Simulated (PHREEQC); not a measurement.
# Acid rinse or clean: an equilibrium model

A solution holds 0.025 mol H2SO4, 0.0085 mol CaCl2 and 0.0022 mol MnSO4 per kg of water, at 25 °C. Closed to the air; pH follows from the charge balance.

Model: Pitzer model, pitzer.dat, run in PHREEQC.

This is a speciation only: nothing precipitates in the calculation.

Predict the pH, specific conductance.

pH 1.53; specific conductance 14900 µS/cm.

In which forms is S present?

HSO4- 50 %, SO4-2 50 % of the S.
